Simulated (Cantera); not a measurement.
Charge: 1 mol SiH2Cl2, 2.5 mol NO, 37 mol H2, 9.8 mol H2O, equilibrated at 0.370 bar.

Method: chemical equilibrium by Gibbs-energy minimisation in Cantera with the NASA 1993 tables (ideal gas, pure condensed phases). Candidate condensed phases: H2O, NH4Cl, Si, SiO2, Si2N2O, Si3N4; 47 gas species. The numbers say what is thermodynamically allowed, not how fast it happens.

At 1100 K, list the 5 most abundant gas species with their mole fractions, and the condensed phases.

H2 0.729, H2O 0.206, HCl 0.0400, N2 0.0250, NH3 1.16e-5. Condensed: SiO2(β-quartz).
